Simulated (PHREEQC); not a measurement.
Dissolve 0.0011 mol H2SO4, 0.00083 mol Li2SO4 and 0.057 mol MnSO4 per kg of water at 25 °C. Closed to the air; pH follows from the charge balance.

Model: ion-association model, wateq4f.dat, run in PHREEQC.

```json
[
 {"quantity": "pH", "before": "3.09", "after": "2.74"},
 {"quantity": "ionic strength (mol/kgw)", "before": "0.136", "after": "0.00530"},
 {"quantity": "SO4-2 (mol/kgw)", "before": "0.0338", "after": "0.00168"},
 {"quantity": "HSO4- (mol/kgw)", "before": "0.00120", "after": "0.000238"}
]
```

Problem. What was changed between the two runs?
A) Li2SO4 from 0.00083 to 0.000415 mol/kgw
B) temperature from 25 to 85 °C
C) Li2SO4 left out
D) 0.11 mol/kgw NH4HSO4 added
E) MnSO4 left out

Solution. E, MnSO4 left out

Precipitation was switched off in this run.
